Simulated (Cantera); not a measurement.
Charge: 1 mol CO2, 0.073 mol O2, 0.42 mol H2, 0.045 mol H2O, at 2575 K and 0.000100 bar.

Equilibrium computed with Cantera from the NASA thermochemical tables; the gas is ideal and each condensed phase is pure. Candidate condensed phases: C, C6H6, C7H8, C8H18, H2O; 110 gas species. The numbers say what is thermodynamically allowed, not how fast it happens.

Base state: O 0.330, CO 0.329, H 0.286, O2 0.0252, OH 0.0121, CO2 0.00964, H2 0.00684, H2O 0.00128 (mole fractions); condensed: gas only.

Q: What changes in the equilibrium state with this change: temperature from 2575 K to 873 K?

A: 
```
species   before    after
-------  -------  -------
CO2      0.00964    0.590
H2O      0.00128    0.223
H2       0.00684   0.0940
O          0.330    <1e-9
H          0.286  1.43e-9
O2        0.0252    <1e-9
OH        0.0121    <1e-9
CO         0.329   0.0930
```
